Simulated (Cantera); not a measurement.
Input: 1 mol Ti(OiPr)₄, 0.41 mol C₃H₈, 24 mol H₂, 0.16 mol H₂O, held at 0.000410 bar.

Cantera equilibrium calculation (NASA polynomials, part measured and part estimated; ideal gas, pure solids and liquids). Candidate condensed phases: C, C₆H₆, C₇H₈, C₈H₁₈, H₂O, Ti, TiC, TiO, TiO₂, Ti₂O₃, Ti₃O₅, Ti₄O₇; 113 gas species. The feed counts by its element totals alone. TiC: taken at fixed stoichiometry. The numbers say what is thermodynamically allowed, not how fast it happens.

Problem. At 1923 K, list the 4 most abundant gas species with their mole fractions, and the condensed phases.

Solution. H₂ 0.864, CO 0.0926, H 0.0432, C₂H₂ (acetylene) 0.000390. Condensed: C(graphite) + TiC(s).
